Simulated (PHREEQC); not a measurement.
Solution (70 °C): 0.04 mol NiSO4, 3e-05 mol CuCl2, 0.00014 mol HCl and 0.035 mol Na2SO4 per kg of water. Closed to the air; pH follows from the charge balance.

The numbers come from PHREEQC with the ion-association model, wateq4f.dat.

Question: The ionic strength comes out as 0.172 mol/kgw. What activity coefficients do SO4-2, Cl-, Cu+2, Ni(SO4)2-2, HSO4- get?

Answer: SO4-2 0.28, Cl- 0.70, Cu+2 0.31, Ni(SO4)2-2 0.29, HSO4- 0.72.

Precipitation was switched off in this run. Species that the database lacks are ignored. Constants without temperature data keep their 25 °C values here.
